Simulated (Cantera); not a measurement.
**Stirred combustor or abatement burner**

A perfectly stirred reactor is fed with CH₄ : H₂ : O₂ : N₂ : H₂O = 1 : 0.15 : 1.89 : 12.8 : 0.63 (molar parts), equivalence ratio 1.1, at 5480 Torr; it is adiabatic with a 625 K inlet, and is followed from long to short residence time, starting on the burning branch (τ in s: 0.1, 0.032, 0.01, 0.0033, 0.0011, 0.00034, 0.00011, 3.5e-05, 1.1e-05, 3.6e-06).

Computed with Cantera and GRI-Mech 3.0 (53 species, 325 reactions).

```tsv
τ (s)	T (K)	x CH₄	x H₂	x O₂	x C₂H₆	x OH	x CH₂CO	x C₂H
0.10	1850	0.000225	0.00962	0.000261	1.41e-7	5.84e-5	5.00e-7	1.31e-9
0.032	1846	0.000343	0.00944	0.000591	4.91e-7	8.11e-5	1.52e-6	3.96e-9
0.010	1838	0.000478	0.00937	0.00126	1.39e-6	0.000120	3.70e-6	9.32e-9
0.0033	1820	0.000701	0.00944	0.00263	3.70e-6	0.000166	7.75e-6	1.77e-8
0.0011	1771	0.00140	0.00975	0.00649	1.45e-5	0.000175	2.07e-5	2.65e-8
0.00034	625	0.0607	0.00911	0.115	<1e-12	<1e-12	<1e-12	<1e-12
0.00011	625	0.0607	0.00911	0.115	<1e-12	<1e-12	<1e-12	<1e-12
3.5e-5	625	0.0607	0.00911	0.115	<1e-12	<1e-12	<1e-12	<1e-12
1.1e-5	625	0.0607	0.00911	0.115	<1e-12	<1e-12	<1e-12	<1e-12
3.6e-6	625	0.0607	0.00911	0.115	<1e-12	<1e-12	<1e-12	<1e-12
```
x: mole fraction; the columns are a selection and need not sum to one.
